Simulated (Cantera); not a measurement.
An isothermal, constant-pressure homogeneous reactor starts with H2 : O2 : N2 = 0.4 : 1 : 1.8 (molar parts), at 1150 K and 1.00 bar.

Detailed kinetics in Cantera: the H2/O2 subset of GRI-Mech 3.0, which has no nitrogen chemistry. The temperature is held fixed by assumption; the heat of reaction is taken as removed at once.

x: mole fraction; the columns are a selection and need not sum to one.

| t (s) | x H2 | x O2 | x H | x H2O | x O | x H2O2 | x OH |
|---|---|---|---|---|---|---|---|
| 0.000300 | 0.00137 | 0.267 | … | 0.132 | 8.70e-5 | 6.44e-6 | 0.000157 |
| 0.000895 | 0.000410 | 0.267 | … | 0.133 | 1.69e-5 | 2.00e-6 | 6.40e-5 |
| 0.00267 | 8.00e-5 | 0.267 | … | 0.133 | 2.91e-6 | 3.32e-7 | 3.29e-5 |
| 0.00797 | 6.55e-6 | 0.267 | … | 0.133 | 4.47e-7 | 7.41e-8 | 1.72e-5 |
| 0.0238 | 1.60e-7 | 0.267 | 2.02e-10 | 0.133 | 1.01e-7 | 2.14e-8 | 8.85e-6 |
| 0.0709 | 5.73e-9 | 0.267 | 2.72e-11 | 0.133 | 3.00e-8 | 6.73e-9 | 4.81e-6 |
| 0.212 | 1.87e-9 | 0.267 | 6.11e-12 | 0.133 | 1.03e-8 | 2.38e-9 | 2.80e-6 |
| 0.631 | 1.17e-9 | 0.267 | 2.80e-12 | 0.133 | 4.97e-9 | 1.18e-9 | 1.94e-6 |
| 1.88 | 1.12e-9 | 0.267 | 2.51e-12 | 0.133 | 4.32e-9 | 1.04e-9 | 1.81e-6 |
| 5.62 | 1.12e-9 | 0.267 | 2.51e-12 | 0.133 | 4.32e-9 | 1.03e-9 | 1.81e-6 |
| 16.8 | 1.12e-9 | 0.267 | 2.51e-12 | 0.133 | 4.32e-9 | 1.03e-9 | 1.81e-6 |
| 50.0 | 1.12e-9 | 0.267 | 2.51e-12 | 0.133 | 4.32e-9 | 1.03e-9 | 1.81e-6 |

Q: What belongs in the gaps?

A: 
- 0.000300, x H: 9.15e-6
- 0.000895, x H: 1.00e-6
- 0.00267, x H: 9.73e-8
- 0.00797, x H: 4.79e-9
